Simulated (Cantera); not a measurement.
A closed system holds: 1 mol CH2F2, held at 6.00e-5 bar.

Cantera equilibrium calculation (NASA polynomials, part measured and part estimated; ideal gas, pure solids and liquids). Candidate condensed phases: C, C6H6, C7H8, C8H18; 95 gas species. Equilibrium is a limit: real reactors are often held back by kinetics, nucleation or transport.

Question: Which condensed phases are stable at each of these points (T (K)): 1100, 1300, 1500, 1700, 1900, 2100, 2300, 2500, 2700, 2900, 3100, 3300, 3500?

Answer: 
```csv
T (K),condensed phases,C condensed (%)
1100,C(graphite),100.0
1300,C(graphite),100.0
1500,C(graphite),100.0
1700,C(graphite),100.0
1900,C(graphite),100.0
2100,C(graphite),100.0
2300,C(graphite),99.6
2500,C(graphite),92.1
2700,gas only,0.0
2900,gas only,0.0
3100,gas only,0.0
3300,gas only,0.0
3500,gas only,0.0
```

From 1100 K to 2500 K the condensed part is C(graphite). From 2700 K to 3500 K nothing is condensed.
